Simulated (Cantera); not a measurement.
Input (Python, Cantera) and output of one run.

```python
import numpy as np
import cantera as ct

gas_names = """
    Fe H H2 H2S N NH NH2 NH3 N2 N2H2 N2H4 S SH SN S2 S8
""".split()
cond_names = """
    Fe(a) Fe(c) Fe(d) Fe(L) FeS(a) FeS(b) FeS(c) FeS(L) FeS2(s) S(cr1) S(cr2) S(L)
""".split()


# ... load() reads the species with a 1 bar reference pressure and builds the phases ...
atoms = {
    'FeS2': {'Fe': 1, 'S': 2},
    'H2': {'H': 2},
    'N2': {'N': 2},
}
top_T = {'FeS2(s)': 1010}  # K; cautious upper limits of use, not melting points


# ... equilibrate(T, P, feed) seeds the gas with the atoms and calls Mixture.equilibrate('TP', solver="vcs", rtol=1e-11, max_steps=5000) ...
results = []
T = 1400  # K
P = 9300  # Pa
for m in [1.1, 3.5, 6, 8.4, 11, 13, 16, 18, 21, 23, 26]:
    feed = {'FeS2': 1, 'H2': m, 'N2': 1.3}  # mol
    mix = equilibrate(T, P, feed)
    results.append((T, P, feed, dict(zip(mix.species_names, mix.species_moles))))
    x = sorted(zip(gas.X, gas.species_names), reverse=True)
    print(f"T = {T:g} K  P = {P:g} Pa  n(H2) = {m:g} mol  gas = {mix.phase_moles(0):.4g} mol")
    print("   x: " + "  ".join(f"{s} {v:.3e}" for v, s in x if v > 0.001))
    print("   condensed (mol): " + ("  ".join(f"{mix.phase(i).name} {mix.phase_moles(i):.4g}"
          for i in range(1, mix.n_phases) if mix.phase_moles(i) > 1e-12) or "none"))
```

It prints:

```
T = 1400 K  P = 9300 Pa  n(H2) = 1.1 mol  gas = 2.692 mol
   x: N2 4.829e-01  H2 2.532e-01  H2S 1.546e-01  S2 1.076e-01  SH 1.747e-03
   condensed (mol): FeS(c) 1
T = 1400 K  P = 9300 Pa  n(H2) = 3.5 mol  gas = 4.916 mol
   x: H2 5.550e-01  N2 2.645e-01  H2S 1.564e-01  S2 2.291e-02  SH 1.194e-03
   condensed (mol): FeS(c) 1
T = 1400 K  P = 9300 Pa  n(H2) = 6 mol  gas = 7.364 mol
   x: H2 6.960e-01  N2 1.765e-01  H2S 1.183e-01  S2 8.335e-03
   condensed (mol): FeS(c) 1
T = 1400 K  P = 9300 Pa  n(H2) = 8.4 mol  gas = 9.745 mol
   x: H2 7.682e-01  N2 1.334e-01  H2S 9.347e-02  S2 4.271e-03
   condensed (mol): FeS(c) 1
T = 1400 K  P = 9300 Pa  n(H2) = 11 mol  gas = 12.33 mol
   x: H2 8.160e-01  N2 1.054e-01  H2S 7.564e-02  S2 2.479e-03
   condensed (mol): FeS(c) 1
T = 1400 K  P = 9300 Pa  n(H2) = 13 mol  gas = 14.33 mol
   x: H2 8.412e-01  N2 9.073e-02  H2S 6.585e-02  S2 1.768e-03
   condensed (mol): FeS(c) 1
T = 1400 K  P = 9300 Pa  n(H2) = 16 mol  gas = 17.32 mol
   x: H2 8.684e-01  N2 7.504e-02  H2S 5.507e-02  S2 1.160e-03
   condensed (mol): FeS(c) 1
T = 1400 K  P = 9300 Pa  n(H2) = 18 mol  gas = 19.32 mol
   x: H2 8.819e-01  N2 6.728e-02  H2S 4.963e-02
   condensed (mol): FeS(c) 1
T = 1400 K  P = 9300 Pa  n(H2) = 21 mol  gas = 22.32 mol
   x: H2 8.976e-01  N2 5.825e-02  H2S 4.321e-02
   condensed (mol): FeS(c) 1
T = 1400 K  P = 9300 Pa  n(H2) = 23 mol  gas = 24.32 mol
   x: H2 9.060e-01  N2 5.346e-02  H2S 3.977e-02
   condensed (mol): FeS(c) 1
T = 1400 K  P = 9300 Pa  n(H2) = 26 mol  gas = 27.31 mol
   x: H2 9.162e-01  N2 4.759e-02  H2S 3.553e-02
   condensed (mol): FeS(c) 1
```

Equilibrium computed with Cantera from the NASA thermochemical tables; the gas is ideal and each condensed phase is pure. FeS: taken at fixed stoichiometry.
